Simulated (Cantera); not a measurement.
Feed: 1 mol B2O3, 19 mol HF, equilibrated at 37.0 Pa.

These are equilibrium values from Cantera (NASA tables, ideal gas, pure condensed phases), not measurements of a reactor. Candidate condensed phases: B, B2O3, B3O3H3, H2O; 43 gas species. Kinetics and transport are ignored. All values below are at 1600 K.

Base state: HF 0.850, BOF 0.0966, H2O 0.0486, HBO2 0.00197, BF3 0.00149, H2 0.000850, O2 0.000388, OH 0.000184 (mole fractions); condensed: gas only.

Question: What changes in the equilibrium state with this change: pressure from 37.0 Pa to 83.0 mbar?

Answer: 
| species | before | after |
|---|---|---|
| HF | 0.850 | 0.784 |
| H2O | 0.0486 | 0.109 |
| BF3 | 0.00149 | 0.0588 |
| BOF | 0.0966 | 0.0448 |
| B3O3F3 | 2.21e-9 | 1.11e-5 |
| O | 1.49e-5 | 5.17e-7 |
Gases not in the tables: H3BO3.
